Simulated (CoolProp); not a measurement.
A single-stage vapour-compression cycle with hydrogen chloride: evaporating at 270.15 K (dew point), condensing at 291.15 K (bubble point), superheat 0 K, subcooling 2 K, compressor efficiency 0.9, no pressure losses. Each further row changes one setting.

Model: reference Helmholtz-energy equation of state, Thol 2018, in CoolProp.

```json
[
 {"case": "as stated", "cooling COP": "9.56", "pressure ratio": "1.69", "discharge temperature (K)": "314.0", "refrigerating effect (kJ/kg)": "279", "volumetric capacity (kJ/m³)": "14300"},
 {"case": "evaporating temperature 275.15 K", "cooling COP": "13.1", "pressure ratio": "1.48", "discharge temperature (K)": "307.7", "refrigerating effect (kJ/kg)": "277", "volumetric capacity (kJ/m³)": "16300"},
 {"case": "condensing temperature 286.15 K", "cooling COP": "13.1", "pressure ratio": "1.50", "discharge temperature (K)": "303.4", "refrigerating effect (kJ/kg)": "290", "volumetric capacity (kJ/m³)": "14800"},
 {"case": "subcooling 7 K", "cooling COP": "9.95", "pressure ratio": "1.69", "discharge temperature (K)": "314.0", "refrigerating effect (kJ/kg)": "290", "volumetric capacity (kJ/m³)": "14800"},
 {"case": "superheat 10 K", "cooling COP": "9.26", "pressure ratio": "1.69", "discharge temperature (K)": "326.6", "refrigerating effect (kJ/kg)": "294", "volumetric capacity (kJ/m³)": "13800"},
 {"case": "compressor efficiency 0.8", "cooling COP": "8.50", "pressure ratio": "1.69", "discharge temperature (K)": "316.5", "refrigerating effect (kJ/kg)": "279", "volumetric capacity (kJ/m³)": "14300"}
]
```
